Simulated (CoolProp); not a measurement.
Values from CoolProp's reference Helmholtz-energy equation of state, Lemmon 2006. It is a short technical equation, of lower accuracy than the large ones.

### Question
For C3F8 (R218), give the phase and the expansivity (1/kK), viscosity (µPa s), Prandtl number, fugacity coefficient at 186.1 K and 10.6 bar; 186.1 K and 29 bar.

### Answer
- 186.1 K and 10.6 bar: liquid; expansivity 1.93, viscosity 1190, Prandtl number 13.9, fugacity coefficient 0.00493
- 186.1 K and 29 bar: liquid; expansivity 1.90, viscosity 1230, Prandtl number 14.2, fugacity coefficient 0.00204

Viscosity comes from a separate model (Huber 2003), an estimate that may be off by 10 % or more. Thermal conductivity comes from a separate model (Huber 2003), an estimate that may be off by 10 % or more.
